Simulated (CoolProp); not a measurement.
Vapour-liquid equilibrium of dimethyl ether (1) + methanol (2) at 0.913 MPa; x and y are mole fractions of (1).

Values from CoolProp's multi-fluid Helmholtz-energy mixture model, Wu 2011 and de Reuck 1993; pair parameters Bell 2016.

```tsv
x	bubble temperature (K)	y at the bubble point	dew temperature at overall composition x (K)	liquid density (mol/L)
0.05	392.2	0.318	404.2	20.81
0.2	359.4	0.768	397.8	20.10
0.35	342.1	0.885	390.5	18.96
0.5	332.8	0.928	381.9	17.69
0.65	326.7	0.952	371.0	16.42
0.8	321.5	0.971	355.5	15.22
0.95	316.1	0.992	327.1	14.12
```

No azeotrope shows between x = 0.05 and 0.95.

The pair parameters rest on a limited set of measurements; away from them the model extrapolates.
